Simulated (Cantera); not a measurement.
Charge: 1 mol Fe(CO)5, a varied amount of O2, 3 mol H2, equilibrated at 977 °C and 1.00 bar.

Method: chemical equilibrium by Gibbs-energy minimisation in Cantera with the NASA 1993 tables (ideal gas, pure condensed phases). Candidate condensed phases: C, C6H6, C7H8, C8H18, Fe, Fe(CO)5, FeO, Fe(OH)2, Fe(OH)3, Fe2O3, Fe3O4, H2O; 114 gas species. Kinetics and transport are ignored.

Task: At 0.037 mol O2, list the 5 most abundant gas species with their mole fractions, and the condensed phases.

Result: CO 0.620, H2 0.369, CO2 0.00534, H2O 0.00497, CH4 0.00104. Condensed: Fe(γ).
